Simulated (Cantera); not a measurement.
## C2H6 + NH3 + H2 (carbon deposition, reforming and gasification)

Charge: 1 mol C2H6, 0.043 mol NH3, 19 mol H2, held at 1.33 mbar.

These are equilibrium values from Cantera (NASA tables, ideal gas, pure condensed phases), not measurements of a reactor. Candidate condensed phases: C, C6H6, C7H8, C8H18; 92 gas species. The numbers say what is thermodynamically allowed, not how fast it happens.

| T (K) | log p H2 | log p H | log p C2H2 (acetylene) | log p N2 | n C(graphite) |
|---|---|---|---|---|---|
| 1623 | -2.88 | -5.60 | -7.33 | -5.90 | 2.00 |
| 1723 | -2.88 | -5.18 | -6.92 | -5.92 | 1.99 |
| 1823 | -2.88 | -4.80 | -6.56 | -5.94 | 1.99 |
| 1923 | -2.89 | -4.47 | -6.23 | -5.97 | 1.97 |
| 2023 | -2.90 | -4.17 | -5.95 | -6.01 | 1.95 |
| 2123 | -2.92 | -3.90 | -5.70 | -6.08 | 1.92 |
| 2223 | -2.95 | -3.67 | -5.49 | -6.15 | 1.86 |
| 2323 | -3.01 | -3.47 | -5.32 | -6.25 | 1.79 |
log p: log10 of the partial pressure in bar; n: condensed amount in mol.

From 1623 K to 2323 K the condensed part is C(graphite). The main C-bearing gas is HCN at 1623 K and C2H2 (acetylene) at 2323 K. The share of C in condensed phases is highest at 1623 K (99.8 %) and lowest at 2323 K (89.6 %).
